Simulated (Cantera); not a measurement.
**Thermodynamics of silicon carbide growth, feed Si(CH₃)₄ + CH₄ + H₂**

A closed system holds: 1 mol Si(CH₃)₄, 0.017 mol CH₄, 1500 mol H₂, held at 1675 °C.

Equilibrium computed with Cantera from the NASA thermochemical tables; the gas is ideal and each condensed phase is pure. Candidate condensed phases: C, C₆H₆, C₇H₈, C₈H₁₈, Si, SiC; 87 gas species. Kinetics and transport are ignored.

At 1.00 mbar the condensed part is C(graphite). From 2.40 mbar to 1.00 bar the condensed part is C(graphite) + SiC(s). The main Si-bearing gas is Si at 1.00 mbar and SiH₂ at 1.00 bar. The share of Si in condensed phases is highest at 1.00 bar (99.2 %) and lowest at 1.00 mbar (0.0 %).

| P (Pa) | log p H₂ | log p H | log p Si | log p C₂H₂ (acetylene) | log p CH₄ | n C(graphite) | n SiC(s) |
|---|---|---|---|---|---|---|---|
| 100 | -3.02 | -4.45 | -6.22 | -6.28 | -9.34 | 2.35 | 0 |
| 240 | -2.63 | -4.26 | -5.98 | -5.90 | -8.57 | 2.10 | 0.253 |
| 560 | -2.26 | -4.08 | -5.98 | -5.53 | -7.83 | 1.70 | 0.673 |
| 1300 | -1.89 | -3.89 | -5.98 | -5.16 | -7.09 | 1.53 | 0.853 |
| 3200 | -1.50 | -3.70 | -5.98 | -4.77 | -6.31 | 1.43 | 0.935 |
| 7500 | -1.13 | -3.51 | -5.98 | -4.39 | -5.56 | 1.37 | 0.968 |
| 18000 | -0.75 | -3.32 | -5.98 | -4.01 | -4.80 | 1.27 | 0.982 |
| 42000 | -0.38 | -3.14 | -5.98 | -3.65 | -4.07 | 1.08 | 0.989 |
| 100000 | 0.00 | -2.95 | -5.98 | -3.27 | -3.31 | 0.638 | 0.992 |
log p: log10 of the partial pressure in bar; n: condensed amount in mol.
